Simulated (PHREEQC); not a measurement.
Dissolve 0.0028 mol Na2S, 0.02 mol HCl and 4.1e-05 mol ZnCl2 per kg of water at 25 °C. Closed to the air; pH follows from the charge balance.

Equilibrium calculation in PHREEQC: ion-association model, phreeqc.dat.

Problem. The ionic strength comes out as 0.0201 mol/kgw. What activity coefficients do Na+, Zn+2, H+, Cl- get?

Solution. Na+ 0.87, Zn+2 0.58, H+ 0.89, Cl- 0.87.

This is a speciation only: nothing precipitates in the calculation. Saturation is exceeded, for instance for Sphalerite (slow to form); the values hold only as long as no solid forms.
